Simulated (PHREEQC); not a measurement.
## Copper plating or etch bath: an equilibrium model

A solution holds 3.2 mmol/kgw Cu(NO3)2, 55 mmol/kgw HCl and 7 mmol/kgw NaCl, at 80 °C. Closed to the air; pH follows from the charge balance.

All values are PHREEQC results (ion-association model, phreeqc.dat), not measurements.

| Item | Result |
|---|---|
| pH | 1.34 |
| ionic strength | 0.0690 mol/kgw |
| specific conductance | 52400 µS/cm |
| density | 0.974 g/cm³ |
| total alkalinity | -55.0 meq/kg |

```csv
species,molality,activity,log γ
Cl-,0.0607,0.0469,-0.112
H+,0.0550,0.0454,-0.083
Na+,0.00700,0.00550,-0.104
NO3-,0.00640,0.00487,-0.118
Cu+2,0.00193,0.000782,-0.391
CuCl+,0.00124,0.000958,-0.111
CuCl2,3.92e-5,3.98e-5,0.007
CuCl3-,1.94e-8,1.51e-8,-0.111
```

No solid was allowed to form. Away from 25 °C the constants follow the database's enthalpies or fits; those with neither stay at their 25 °C values.
